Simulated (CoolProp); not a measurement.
Saturation properties of fluorine.

Values from CoolProp's reference Helmholtz-energy equation of state, de Reuck 1990.

```
T (K)  p (kPa)  vapour density (kg/m³)  enthalpy of vaporisation (kJ/kg)  liquid cp (kJ/(kg K))
-----  -------  ----------------------  --------------------------------  ---------------------
86.8     123.5                   6.769                             172.7                  1.517
88.9     154.5                   8.327                             170.6                  1.525
91       191.2                   10.14                             168.5                  1.534
93.1     234.1                   12.24                             166.3                  1.544
95.3     286.6                   14.77                             163.9                  1.556
97.4     344.4                   17.54                             161.5                  1.568
99.5     410.5                   20.69                             159.0                  1.582
101.6    485.5                   24.24                             156.4                  1.597
103.7    570.2                   28.24                             153.7                  1.614
105.8    665.2                   32.72                             150.9                  1.633
108        [?]                   37.99                               [?]                  1.656
110.1    895.0                   43.62                               [?]                  1.680
112.2     1026                   49.90                             141.4                  1.708
```

Question: Complete the blanks.

Answer: 
- 108, p (kPa): 776.6
- 108, enthalpy of vaporisation (kJ/kg): 147.8
- 110.1, enthalpy of vaporisation (kJ/kg): 144.7

It boils at 85.0 K under 1 atm.
